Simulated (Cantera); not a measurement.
**Gas activation for diamond growth**

An isothermal, constant-pressure homogeneous reactor starts with CH4 : H2 : N2 = 0.02 : 1 : 0.0083 (molar parts), at 2150 K and 1330 Pa.

Detailed kinetics in Cantera: GRI-Mech 3.0 (53 species, 325 reactions). GRI-Mech 3.0 stops at C3 and has no aromatics, soot or wall deposition, so with more carbon than oxygen in the feed, carbon stays in small species such as C2H2 where larger ones or solid carbon would form. Radical loss at walls, strong at low pressure, is not modelled.

```csv
t (s),x CH4,x H2,x C2H4,x H,x C2H
5.00e-6,0.0194,0.972,<1e-12,5.36e-6,<1e-12
1.89e-5,0.0194,0.972,4.36e-11,2.26e-5,<1e-12
7.15e-5,0.0194,0.972,2.81e-9,9.68e-5,<1e-12
0.000271,0.0193,0.972,1.33e-7,0.000383,<1e-12
0.00102,0.0189,0.971,4.77e-6,0.00146,1.10e-10
0.00387,0.0169,0.968,4.78e-5,0.00528,4.37e-8
0.0147,0.00816,0.965,3.69e-5,0.0120,1.66e-6
0.0554,0.00124,0.965,2.30e-6,0.0173,4.62e-6
0.210,0.000143,0.960,5.74e-7,0.0230,6.69e-6
0.793,1.86e-5,0.952,4.23e-7,0.0304,8.95e-6
3.00,7.79e-6,0.947,3.65e-7,0.0356,1.05e-5
```
x: mole fraction; the columns are a selection and need not sum to one.

Equilibrium at this temperature and pressure: CH4 6.86e-6, H2 0.947, C2H4 2.74e-7, H 0.0358, C2H 8.00e-6 (gas phase only).
